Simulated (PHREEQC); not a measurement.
Dissolve 10 mmol/kgw H3PO4, 5.8 mmol/kgw HF and 0.0014 mmol/kgw H4SiO4 at 25 °C. Closed to the air; pH follows from the charge balance.

Computed with PHREEQC (ion-association model, phreeqc.dat).

This is a speciation only: nothing precipitates in the calculation.

### Question
Order these F species by the share of F that they hold, largest first: F-, HF2-, SiF6-2, HF.

### Answer
HF (88 %), F- (11 %), HF2- (0.44 %), SiF6-2 (0.14 %)

The pH is 2.24 and the ionic strength 0.00626 mol/kgw. SiF6-2 is the database's only silicon fluoride.
